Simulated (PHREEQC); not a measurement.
A column of 1 m (40 cells, dispersivity 0.035 m, 720 s a shift, diffusion coefficient 3e-10 m²/s) holds 0.016 eq of the database's cation exchanger X per kg of pore water, first in equilibrium with 0.036 mol CdCl2, 0.045 mol MnCl2 and 1e-05 mol HCl per kg of water. It is flushed with 0.01 mol/kgw CdCl2, 0.004 mol/kgw ZnSO4 and 1e-05 mol/kgw HCl, at 25 °C. Values are for the last cell. The system is closed to CO2. Precipitation was switched off in this run.

Base run: PHREEQC, ion-association model, phreeqc.dat. Each further column changes one thing. The table gives Zn in solution (mol/kgw).

```tsv
pore volumes	base	exchange capacity from 0.016 to 0.008 eq/kgw	dispersivity from 0.035 to 0.07 m
0	0	0	0
0.2625	7.10e-14	1.61e-12	6.98e-9
0.6375	1.58e-5	5.89e-5	0.000107
0.8875	0.000178	[?]	[?]
1.262	0.000614	0.00161	0.00105
1.512	0.00110	0.00242	0.00149
1.887	0.00229	[?]	0.00227
2.138	0.00302	0.00377	0.00277
2.513	0.00365	0.00395	[?]
2.763	0.00383	0.00398	[?]
3.138	0.00395	0.00400	0.00380
3.388	0.00398	0.00400	[?]
3.763	0.00399	0.00400	0.00395
4.013	0.00400	0.00400	0.00397
```

**Question.** Complete the blanks.

**Answer.** 
- 0.8875, exchange capacity from 0.016 to 0.008 eq/kgw: 0.000526
- 0.8875, dispersivity from 0.035 to 0.07 m: 0.000443
- 1.887, exchange capacity from 0.016 to 0.008 eq/kgw: 0.00344
- 2.513, dispersivity from 0.035 to 0.07 m: 0.00334
- 2.763, dispersivity from 0.035 to 0.07 m: 0.00359
- 3.388, dispersivity from 0.035 to 0.07 m: 0.00388
